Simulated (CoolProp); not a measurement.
n-perfluorohexane along the isobar 7190 kPa: Z from the reference equation and from simpler models built on Tc = 448.0 K, pc = 1742 kPa, ω = 0.497; each cubic takes its own stable root.

Computed with CoolProp (reference Helmholtz-energy equation of state, Gao 2022).

```tsv
T (K)	phase	reference	van der Waals	Redlich-Kwong
275.4	liquid	0.6012	1.025	0.7171
284	liquid	0.5905	1.002	0.7034
292.6	liquid	0.5806	0.9808	0.6909
301.2	liquid	0.5715	0.9609	0.6794
309.8	liquid	0.5633	0.9423	0.6689
318.4	liquid	0.5557	0.9249	0.6594
327	liquid	0.5488	0.9086	0.6507
335.5	liquid	0.5427	0.8937	0.6430
344.1	liquid	0.5372	0.8795	0.6360
352.7	liquid	0.5323	0.8663	0.6298
361.3	liquid	0.5281	0.8539	0.6243
369.9	liquid	0.5245	0.8424	0.6195
```
